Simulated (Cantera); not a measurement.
A Cantera script and its output.

```python
import numpy as np
import cantera as ct

gas = ct.Solution("gri30.yaml")
gas.TPX = 1350, 500000, {'CH4': 1, 'CO': 1, 'O2': 2.58, 'N2': 9.69}
reactor = ct.IdealGasConstPressureReactor(gas, energy="on", clone=False)
net = ct.ReactorNet([reactor])
net.rtol, net.atol = 1e-08, 1e-16
show = ['CH4', 'CO', 'O2', 'C2H6', 'CH3', 'CH2']
times = np.geomspace(3e-06, 3, 12)

steps = ct.SolutionArray(gas, extra=["t"])
rows = []
print(f"{'t/s':>10s}{'T/K':>9s}{'P/Pa':>11s}" + "".join(f"{s:>11s}" for s in show))
for t in times:
    while net.time < t:
        t_next = net.step()
        steps.append(gas.state, t=t_next)
    rows.append([np.interp(t, steps.t, y) for y in (steps.T, steps.P, *steps(*show).X.T)])
    print(f"{t:10.3e}{rows[-1][0]:9.1f}{rows[-1][1]:11.4g}" + "".join(f"{x:11.3e}" for x in rows[-1][2:]))
rate = np.gradient(steps.T, steps.t)
print("integrator steps:", len(steps.t))
if steps.T.max() > steps.T[0] + 200:
    print(f"time of steepest temperature rise: {steps.t[rate.argmax()]:.4e} s")
gas.TPX = 1350, 500000, {'CH4': 1, 'CO': 1, 'O2': 2.58, 'N2': 9.69}
gas.equilibrate("HP")
print(f"equilibrium (HP): T = {gas.T:.1f} K  " + "  ".join(f"{s} {gas[s].X[0]:.3e}" for s in show))
```

Result:

```
       t/s      T/K       P/Pa        CH4         CO         O2       C2H6        CH3        CH2
 3.000e-06   1350.0      5e+05  7.008e-02  7.008e-02  1.808e-01  1.965e-11  2.857e-07  1.016e-14
 1.053e-05   1350.0      5e+05  7.008e-02  7.008e-02  1.808e-01  1.130e-09  1.167e-06  7.855e-14
 3.699e-05   1350.0      5e+05  7.007e-02  7.007e-02  1.808e-01  7.683e-08  5.263e-06  9.337e-13
 1.299e-04   1350.2      5e+05  7.003e-02  7.007e-02  1.808e-01  5.094e-06  2.147e-05  1.260e-11
 4.560e-04   1352.1      5e+05  6.967e-02  7.002e-02  1.805e-01  8.706e-05  3.692e-05  4.408e-11
 1.601e-03   1382.0      5e+05  6.533e-02  7.005e-02  1.771e-01  9.415e-04  1.033e-04  8.872e-10
 5.621e-03   2778.6      5e+05  3.900e-15  4.219e-02  2.111e-02  9.667e-29  2.529e-14  1.996e-14
 1.974e-02   2778.5      5e+05  3.901e-15  4.219e-02  2.111e-02  9.668e-29  2.529e-14  1.996e-14
 6.930e-02   2778.5      5e+05  3.901e-15  4.219e-02  2.111e-02  9.668e-29  2.529e-14  1.996e-14
 2.433e-01   2778.5      5e+05  3.901e-15  4.219e-02  2.111e-02  9.668e-29  2.529e-14  1.996e-14
 8.544e-01   2778.5      5e+05  3.901e-15  4.219e-02  2.111e-02  9.668e-29  2.529e-14  1.996e-14
 3.000e+00   2778.5      5e+05  3.901e-15  4.219e-02  2.111e-02  9.668e-29  2.529e-14  1.996e-14
integrator steps: 2230
time of steepest temperature rise: 2.0149e-03 s
equilibrium (HP): T = 2778.5 K  CH4 5.106e-15  CO 4.219e-02  O2 2.111e-02  C2H6 1.523e-28  CH3 3.310e-14  CH2 2.246e-14
```

Model: GRI-Mech 3.0 (53 species, 325 reactions), integrated in Cantera.
